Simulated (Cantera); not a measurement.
Charge: 1 mol PbO, 2.3 mol O₂, 18 mol N₂, 5 mol CO, equilibrated at 488 Torr.

Method: chemical equilibrium by Gibbs-energy minimisation in Cantera with the NASA 1993 tables (ideal gas, pure condensed phases). Candidate condensed phases: C, Pb, PbO, PbO₂, Pb₃O₄; 27 gas species. Each liquid is taken as pure. Mutual solubility and eutectic melting of coexisting phases are not modelled. Gases not in the tables: (PbO)n polymers. Kinetics and transport are ignored.

**Question.** Which condensed phases are stable at each of these points (T (°C)): 750, 850, 950, 1050, 1150, 1250, 1350?

**Answer.** 
```tsv
T (°C)	condensed phases	Pb condensed (%)
750	Pb(l) + PbO(yellow)	99.9
850	Pb(l) + PbO(yellow)	99.3
950	Pb(l) + PbO(l)	96.4
1050	Pb(l) + PbO(l)	85.1
1150	PbO(l)	49.6
1250	PbO(l)	17.1
1350	gas only	0.0
```

From 750 °C to 850 °C the condensed part is Pb(l) + PbO(yellow). From 950 °C to 1050 °C the condensed part is Pb(l) + PbO(l). From 1150 °C to 1250 °C the condensed part is PbO(l). At 1350 °C nothing is condensed. The share of Pb in condensed phases is highest at 750 °C (99.9 %) and lowest at 1350 °C (0.0 %).
